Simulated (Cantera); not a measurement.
Feed: 1 mol Fe, a varied amount of H2S, 26 mol CO, at 900 °C and 2.10 mbar.

Cantera equilibrium calculation (NASA polynomials, part measured and part estimated; ideal gas, pure solids and liquids). Candidate condensed phases: C, C6H6, C7H8, C8H18, Fe, Fe(CO)5, FeO, Fe(OH)2, Fe(OH)3, FeS, FeSO4, FeS2, Fe2O3, Fe2(SO4)3, Fe3O4, H2O, H2SO4, S; 127 gas species. Mutual solubility and eutectic melting of coexisting phases are not modelled. FeS: taken at fixed stoichiometry. Rates play no part.

log p: log10 of the partial pressure in bar; n: condensed amount in mol.

| n(H2S) (mol) | log p CO | log p H2 | log p COS | log p CO2 | log p CS2 | log p S2 | n Fe(α) | n FeS(s) |
|---|---|---|---|---|---|---|---|---|
| 0.001 | -2.68 | -7.09 | -7.20 | -6.91 | -8.12 | -8.93 | 1.00 | 0 |
| 0.0016 | -2.68 | -6.89 | -7.04 | -6.91 | -7.79 | -8.61 | 1.00 | 0 |
| 0.0023 | -2.68 | -6.73 | -6.92 | -6.91 | -7.55 | -8.37 | 1.00 | 0 |
| 0.0035 | -2.68 | ? | ? | -6.91 | ? | ? | 1.00 | 0 |
| 0.0052 | -2.68 | -6.38 | -6.67 | -6.91 | -7.05 | -7.87 | 1.00 | 0 |
| 0.0077 | -2.68 | -6.21 | -6.62 | -6.91 | -6.95 | -7.76 | 0.999 | 0.00143 |
| 0.012 | -2.68 | ? | -6.62 | -6.91 | -6.95 | -7.76 | 0.994 | ? |
| 0.017 | -2.68 | -5.86 | -6.62 | -6.91 | -6.95 | -7.76 | 0.989 | 0.0107 |
| 0.026 | -2.68 | -5.68 | -6.62 | -6.91 | -6.95 | -7.76 | 0.980 | 0.0197 |
| 0.039 | -2.68 | -5.50 | -6.62 | -6.91 | -6.95 | -7.76 | 0.967 | 0.0326 |

**Question.** Fill in the missing entries.

**Answer.** 
- 0.0035, log p H2: -6.55
- 0.0035, log p COS: -6.79
- 0.0035, log p CS2: -7.29
- 0.0035, log p S2: -8.10
- 0.012, log p H2: -6.02
- 0.012, n FeS(s): 0.00571
